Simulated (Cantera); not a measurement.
Input (Python, Cantera):

```python
import numpy as np
import cantera as ct

gas = ct.Solution("gri30.yaml")
gas.TPX = 1700, 1200000, {'CH4': 1, 'H2O': 0.76}
inlet = ct.Reservoir(gas, clone=True)

reactor = ct.IdealGasConstPressureReactor(gas, energy="off", clone=False)
exhaust = ct.Reservoir(gas, clone=True)
tau = [0.69, 0.17, 0.041, 0.01, 0.0024, 0.00059, 0.00014][0]
for a, b in ((inlet, reactor), (reactor, exhaust)):
    ct.MassFlowController(a, b, mdot=lambda t: reactor.mass / tau)
net = ct.ReactorNet([reactor])
show = ['CH4', 'H2O', 'CH2', 'CH2CO', 'H']

rows = []
print(f"{'tau/s':>10s}{'T/K':>9s}" + "".join(f"{s:>11s}" for s in show))
for tau in [0.69, 0.17, 0.041, 0.01, 0.0024, 0.00059, 0.00014]:
    net.initial_time = 0.0
    net.advance(30 * tau)
    before = gas.X
    net.advance(40 * tau)
    drift = np.max(np.abs(gas.X - before) / (gas.X + 1e-9))
    rows.append([gas.T, *gas[show].X, drift])
    print(f"{tau:10.3e}{gas.T:9.1f}" + "".join(f"{x:11.3e}" for x in gas[show].X))
```

It prints:

```
     tau/s      T/K        CH4        H2O        CH2      CH2CO          H
 6.900e-01   1700.0  1.236e-01  1.199e-01  1.101e-08  7.993e-06  3.210e-05
 1.700e-01   1700.0  1.416e-01  1.900e-01  1.792e-08  1.744e-05  2.985e-05
 4.100e-02   1700.0  1.629e-01  2.628e-01  2.748e-08  3.189e-05  2.665e-05
 1.000e-02   1700.0  2.176e-01  3.199e-01  3.520e-08  4.078e-05  2.163e-05
 2.400e-03   1700.0  3.291e-01  3.656e-01  4.072e-08  3.533e-05  1.478e-05
 5.900e-04   1700.0  4.497e-01  4.031e-01  4.736e-08  1.718e-05  7.952e-06
 1.400e-04   1700.0  5.305e-01  4.252e-01  5.006e-08  2.011e-06  2.878e-06
```

Cantera simulation using GRI-Mech 3.0 (53 species, 325 reactions); the numbers are that mechanism's predictions, not measurements. GRI-Mech 3.0 stops at C3 and has no aromatics, soot or wall deposition, so with more carbon than oxygen in the feed, carbon stays in small species such as C2H2 where larger ones or solid carbon would form. The pressure lies above the range GRI-Mech 3.0 was tuned for (to about 10 atm).
